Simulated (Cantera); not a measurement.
# Transport properties of process gases

Gas mixture: O2 = 0.46 (molar parts), at 10.0 bar, frozen composition.

Cantera's kinetic-theory transport with the Lennard-Jones parameters of GRI-Mech 3.0, ideal gas; thermal conductivity in the mixture-averaged form.

```csv
T (K),ρ (kg/m³),cp (J/kg/K),μ (µPa s),λ (mW/m/K),Pr,D (cm²/s) OH,D (cm²/s) NH3,D (cm²/s) CH4
400,9.62,941.4,25.6,33.9,0.713,0.0540,0.0390,0.0382
550,7.00,987.2,32.1,44.7,0.709,0.0929,0.0703,0.0663
700,5.50,1031,37.8,55.0,0.709,0.139,0.108,0.100
850,4.53,1065,43.0,64.6,0.710,0.193,0.153,0.139
1000,3.85,1090,47.9,73.6,0.710,0.253,0.202,0.183
1150,3.35,1109,52.5,82.2,0.708,0.319,0.257,0.231
1300,2.96,1125,56.9,90.4,0.708,0.391,0.317,0.283
```
D: mixture-averaged diffusion coefficient of that species in the mixture.
